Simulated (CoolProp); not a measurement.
c-C4F8 (RC318) along the isotherm 500 K: Z from the reference equation and from simpler models built on Tc = 388.4 K, pc = 2.778 MPa, ω = 0.355; each cubic takes its own stable root.

Values from CoolProp's reference Helmholtz-energy equation of state, Platzer 1990. This equation is an older, rougher fit; its heat capacities, sound speeds and derivatives of the liquid may be far off and weren't checked against measurements.

```json
[
 {"p (MPa)": "0.0439", "phase": "gas", "reference": "0.9980"},
 {"p (MPa)": "0.0645", "phase": "gas", "reference": "0.9970"},
 {"p (MPa)": "0.0946", "phase": "gas", "reference": "0.9956"},
 {"p (MPa)": "0.139", "phase": "gas", "reference": "0.9935"},
 {"p (MPa)": "0.204", "phase": "gas", "reference": "0.9905"},
 {"p (MPa)": "0.299", "phase": "gas", "reference": "0.9860"},
 {"p (MPa)": "0.439", "phase": "gas", "reference": "0.9795"},
 {"p (MPa)": "0.645", "phase": "gas", "reference": "0.9698"},
 {"p (MPa)": "0.946", "phase": "gas", "reference": "0.9556"},
 {"p (MPa)": "1.39", "phase": "gas", "reference": "0.9346"},
 {"p (MPa)": "2.04", "phase": "gas", "reference": "0.9038"},
 {"p (MPa)": "2.99", "phase": "supercritical", "reference": "0.8596"},
 {"p (MPa)": "4.39", "phase": "supercritical", "reference": "0.7989"},
 {"p (MPa)": "6.45", "phase": "supercritical", "reference": "0.7322"},
 {"p (MPa)": "9.46", "phase": "supercritical", "reference": "0.7123"},
 {"p (MPa)": "13.9", "phase": "supercritical", "reference": "0.7968"}
]
```

Question: How far does each simpler model (van der Waals, Peng-Robinson) lie from the reference over these 16 states: mean and median of the absolute difference, and the worst?

Answer: 
- van der Waals: mean 3.3 %, median 1.0 %, worst -15.6 % at 500 K and 6.45 MPa
- Peng-Robinson: mean 0.6 %, median 0.4 %, worst -1.5 % at 500 K and 2.99 MPa
